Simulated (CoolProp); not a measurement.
A closed Brayton cycle with carbon dioxide: compressor inlet 305.15 K and 7.7 MPa, high pressure 19.3 MPa, turbine inlet 945 K, compressor efficiency 0.89, turbine efficiency 0.85, recuperator effectiveness 0.8 (on enthalpy, no pinch check). Each further row changes one setting.

Model: reference Helmholtz-energy equation of state, Span 1996, in CoolProp.

| case | thermal efficiency (%) | net work (kJ/kg) | compressor to turbine work | compressor exit (K) | turbine exit (K) |
|---|---|---|---|---|---|
| as stated | 29.2 | 113 | 0.15 | 332.8 | 831.9 |
| turbine inlet 895 K | 28.6 | 105 | 0.16 | 332.8 | 785.8 |
| compressor inlet 315.15 K | 29.4 | 92.6 | 0.30 | 386.8 | 831.9 |
| high pressure 16.4 MPa | 26.1 | 95.4 | 0.13 | 327.5 | 851.3 |
| recuperator effectiveness 0.5 | 20.0 | 113 | 0.15 | 332.8 | 831.9 |
